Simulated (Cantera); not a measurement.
A perfectly stirred reactor is fed with 33.5 % H2, 14.0 % O2, 52.6 % N2, equivalence ratio 1.2, at 10.0 bar; it is adiabatic with a 675 K inlet, and is followed from long to short residence time, starting on the burning branch (τ in s: 0.029, 0.015, 0.0076, 0.0039, 0.002, 0.001, 0.00051, 0.00026, 0.00013, 6.7e-05).

Cantera simulation using GRI-Mech 3.0 (53 species, 325 reactions); the numbers are that mechanism's predictions, not measurements. The hydrogen kinetics of GRI-Mech 3.0 are dated; newer H2 mechanisms differ, most at raised pressure.

x: mole fraction; the columns are a selection and need not sum to one.

```
τ (s)    T (K)    x H2      x O2  x H2O      x NO       x NO2    x HO2   x H2O2
-------  -----  ------  --------  -----  --------  ----------  -------  -------
0.029     2650  0.0664  0.000332  0.316   0.00100     9.54e-8  5.19e-7  1.75e-7
0.015     2649  0.0664  0.000342  0.316  0.000987     9.47e-8  5.32e-7  1.77e-7
0.0076    2648  0.0664  0.000362  0.316  0.000960     9.32e-8  5.59e-7  1.83e-7
0.0039    2647  0.0665  0.000399  0.316  0.000914     9.07e-8  6.10e-7  1.94e-7
0.0020    2644  0.0665  0.000469  0.316  0.000837     8.65e-8  7.10e-7  2.14e-7
0.0010    2638  0.0667  0.000602  0.315  0.000720     7.97e-8  9.12e-7  2.52e-7
0.00051   2628  0.0670  0.000829  0.314  0.000583  (withheld)  1.29e-6  3.16e-7
0.00026   2611  0.0676   0.00121  0.312  0.000447  (withheld)  2.01e-6  4.16e-7
0.00013   2585  0.0686   0.00183  0.308  0.000329  (withheld)  3.37e-6  5.66e-7
6.7e-5    2548  0.0701   0.00272  0.304  0.000242  (withheld)  5.64e-6  7.55e-7
```

What belongs in the gaps?


- 0.00051, x NO2: 7.11e-8
- 0.00026, x NO2: 6.21e-8
- 0.00013, x NO2: 5.34e-8
- 6.7e-5, x NO2: 4.58e-8
